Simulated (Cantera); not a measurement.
**Thermodynamics of hydrogen reduction and annealing atmospheres, feed TiO2 + H2 + H2O**

A closed system holds: 1 mol TiO2, 420 mol H2, 0.39 mol H2O, at 10000 Pa.

These are equilibrium values from Cantera (NASA tables, ideal gas, pure condensed phases), not measurements of a reactor. Candidate condensed phases: H2O, Ti, TiO, TiO2, Ti2O3, Ti3O5, Ti4O7; 12 gas species. Mutual solubility and eutectic melting of coexisting phases are not modelled. Kinetics and transport are ignored.

```
T (°C)  log p H2  log p H  log p H2O  log p TiO  log p OH  n Ti3O5(s)  n Ti2O3(s)
------  --------  -------  ---------  ---------  --------  ----------  ----------
1277       -1.00    -5.00      -3.76     -11.57     -9.24       0.333           0
1327       -1.00    -4.77      -3.76     -10.85     -8.94       0.333           0
1377       -1.00    -4.54      -3.76     -10.18     -8.65       0.333           0
1427       -1.00    -4.33      -3.76      -9.56     -8.38       0.333           0
1477       -1.00    -4.13      -3.76      -8.97     -8.13       0.333           0
1527       -1.00    -3.95      -3.76      -8.41     -7.89       0.333           0
1577       -1.00    -3.77      -3.70      -7.93     -7.60       0.117       0.324
1627       -1.00    -3.60      -3.67      -7.46     -7.36           0       0.500
1677       -1.00    -3.44      -3.68      -7.01     -7.16           0       0.500
```
log p: log10 of the partial pressure in bar; n: condensed amount in mol.

From 1277 °C to 1527 °C the condensed part is Ti3O5(s). At 1577 °C the condensed part is Ti2O3(s) + Ti3O5(s). From 1627 °C to 1677 °C the condensed part is Ti2O3(s).
